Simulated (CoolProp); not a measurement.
Vapour-liquid equilibrium of ethanol (1) + n-decane (2) at 105.95 °C; x and y are mole fractions of (1).

Values from CoolProp's multi-fluid Helmholtz-energy mixture model, Schroeder 2014 and Lemmon 2006; pair parameters Bell 2016.

```
x      bubble pressure (bar)  y at the bubble point  dew pressure at overall composition x (bar)  liquid density (mol/L)
-----  ---------------------  ---------------------  -------------------------------------------  ----------------------
0.05                  0.8697                  0.861                                       0.1271                   4.827
0.125                  1.560                  0.923                                       0.1381                   5.108
0.2                    1.926                  0.939                                       0.1511                   5.423
0.275                  2.109                  0.945                                       0.1668                   5.779
0.35                   2.194                  0.948                                       0.1861                   6.186
0.425                  2.231                  0.949                                       0.2105                   6.654
0.5                    2.250                  0.950                                       0.2421                   7.200
0.575                  2.269                  0.950                                       0.2849                   7.842
0.65                   2.299                  0.952                                       0.3460                   8.607
0.725                  2.348                  0.955                                       0.4405                   9.531
0.8                    2.420                  0.961                                       0.6059                   10.66
0.875                  2.518                  0.971                                       0.9690                   12.07
0.95                   2.643                  0.986                                        2.259                   13.87
```

No azeotrope shows between x = 0.05 and 0.95.

Pair parameters are fitted to limited data, so mixtures are less certain than the pure fluids. With so large a gap from Raoult's law the liquid may split in two, which this calculation doesn't test in full.
